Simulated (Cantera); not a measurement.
## Equilibrium for carbothermic reduction: CuO + CO

Input: 1 mol CuO, 0.52 mol CO, equilibrated at 1750 K and 2.60 mbar.

These are equilibrium values from Cantera (NASA tables, ideal gas, pure condensed phases), not measurements of a reactor. Candidate condensed phases: C, Cu, CuO, Cu₂O; 15 gas species. Kinetics and transport are ignored.

- x(CO₂): 0.601
- x(O₂): 0.280
- x(Cu): 0.115
- x(CO): 0.00269
- x(O): 0.000776
- x(CuO): 0.000436
- x(Cu₂): 0.000176
- n(Cu(l)): 0.900 mol
- gas amount: 0.8607 mol
- log10 activity of C(graphite) (absent): -11.50
